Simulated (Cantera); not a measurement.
An isothermal, constant-pressure homogeneous reactor starts with CH4 : CO2 = 1 : 1.4 (molar parts), at 1423 K and 0.385 atm.

Detailed kinetics in Cantera: GRI-Mech 3.0 (53 species, 325 reactions).

One state of this run: x CH4 = 0.288; x CO2 = 0.487; x HO2 = <1e-12; x H = 1.27e-6; x H2 = 0.0911; x C2H = 7.36e-10; x HCO = 1.81e-10. x: mole fraction; the columns are a selection and need not sum to one.

Problem. Which value of t (s) does it belong to?
A. 8.00e-6
B. 0.0184
C. 0.00391
D. 1.91

Solution. D, 1.91
